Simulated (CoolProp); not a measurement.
A single-stage vapour-compression cycle with the fluid: evaporating at 291.15 K (dew point), condensing at 320.15 K (bubble point), superheat 10 K, subcooling 8 K, compressor efficiency 0.9, no pressure losses. The same conditions are run with several fluids, on thermodynamics alone (safety and materials aside).

Values from CoolProp's reference Helmholtz-energy equation of state of each fluid (propylene: Lemmon 2013; dimethyl ether: Wu 2011; cyclopentane: Gedanitz 2015; n-perfluorohexane: Gao 2022; cyclopropane: Polt 1992; hydrogen sulfide: Lemmon 2006). The equations of Platzer and Polt are older, rougher fits.

| fluid | cooling COP | pressure ratio | discharge temperature (K) | refrigerating effect (kJ/kg) | volumetric capacity (kJ/m³) |
|---|---|---|---|---|---|
| propylene | 7.91 | 1.99 | 337.4 | 310 | 5920 |
| dimethyl ether | 8.34 | 2.22 | 338.8 | 375 | 3640 |
| cyclopentane | 8.69 | 2.95 | 337.0 | 385 | 349 |
| n-perfluorohexane | 8.40 | 3.31 | 320.2 | 80.9 | 238 |
| cyclopropane | 8.28 | 2.11 | 341.4 | 380 | 4240 |
| hydrogen sulfide | 7.71 | 1.97 | 362.6 | 396 | 10600 |

The compression ends wet for: n-perfluorohexane.
